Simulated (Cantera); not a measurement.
Mixture: H2 : O2 : N2 = 1 : 0.746 : 2.81 (molar parts), equivalence ratio 0.67, at 1.20 bar, adiabatic and at constant pressure. Ignition delay is the time to a rise of 400 K.

Model: GRI-Mech 3.0 (53 species, 325 reactions), integrated in Cantera. Where the delays flatten at high temperature, the 400 K rule measures the pace of heat release, not the induction time.

```csv
quantity,before,after
delay at 1075 K,99.5 µs,0.120 ms
delay at 1225 K,35.9 µs,44.7 µs
delay at 1375 K,20.9 µs,27.1 µs
delay at 1525 K,15.9 µs,21.9 µs
```

Q: Which change was made?
A) pressure from 1.20 bar to 7.30 bar
B) N2 2.81 to 3.7 parts
C) constant volume in place of constant pressure
D) O2 0.746 to 0.34 parts

A: B, N2 2.81 to 3.7 parts
